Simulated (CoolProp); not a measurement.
Saturation properties of dimethyl carbonate (Tc = 283.9 °C, pc = 4.909 MPa, ω = 0.346).

Values from CoolProp's reference Helmholtz-energy equation of state, Zhou 2011.

```tsv
T (°C)	p (MPa)	vapour density (kg/m³)	enthalpy of vaporisation (kJ/kg)	surface tension (mN/m)
94.55	0.1165	3.547	372.5	18.4
102.65	0.1487	4.460	366.8	17.3
110.85	0.1882	5.562	360.8	16.2
119.05	0.2353	6.868	354.7	15.2
127.25	0.2911	8.402	348.4	14.1
135.45	0.3566	10.19	341.9	13.1
143.55	0.4320	12.25	335.3	12.1
151.75	0.5201	14.65	328.4	11.2
159.95	0.6213	17.42	321.2	10.2
168.15	0.7368	20.61	313.7	9.28
176.25	0.8662	24.21	305.9	8.39
184.45	1.014	28.39	297.6	7.52
192.65	1.180	33.19	288.9	6.67
```

It boils at 90.1 °C under 1 atm.

Surface tension comes from a separate correlation (Mulero 2014).
